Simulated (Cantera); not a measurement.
Charge: 1 mol MgO, 11 mol HBr, 0.67 mol N2, held at 1000 Pa.

Method: chemical equilibrium by Gibbs-energy minimisation in Cantera with the NASA 1993 tables (ideal gas, pure condensed phases). Candidate condensed phases: Br2, H2O, Mg, MgBr2, MgO, Mg(OH)2; 36 gas species. Rates play no part.

Problem. Which condensed phases are stable at each of these points (T (°C)): 852, 902, 952, 1002, 1052, 1102, 1152, 1202, 1252, 1302, 1352, 1402?

Solution. 
```json
[
 {"T (°C)": "852", "condensed phases": "MgO(s)", "Mg condensed (%)": "60.7"},
 {"T (°C)": "902", "condensed phases": "MgO(s)", "Mg condensed (%)": "49.6"},
 {"T (°C)": "952", "condensed phases": "MgO(s)", "Mg condensed (%)": "37.2"},
 {"T (°C)": "1002", "condensed phases": "MgO(s)", "Mg condensed (%)": "23.7"},
 {"T (°C)": "1052", "condensed phases": "MgO(s)", "Mg condensed (%)": "9.4"},
 {"T (°C)": "1102", "condensed phases": "gas only", "Mg condensed (%)": "0.0"},
 {"T (°C)": "1152", "condensed phases": "gas only", "Mg condensed (%)": "0.0"},
 {"T (°C)": "1202", "condensed phases": "gas only", "Mg condensed (%)": "0.0"},
 {"T (°C)": "1252", "condensed phases": "gas only", "Mg condensed (%)": "0.0"},
 {"T (°C)": "1302", "condensed phases": "gas only", "Mg condensed (%)": "0.0"},
 {"T (°C)": "1352", "condensed phases": "gas only", "Mg condensed (%)": "0.0"},
 {"T (°C)": "1402", "condensed phases": "gas only", "Mg condensed (%)": "0.0"}
]
```

From 852 °C to 1052 °C the condensed part is MgO(s). From 1102 °C to 1402 °C nothing is condensed.
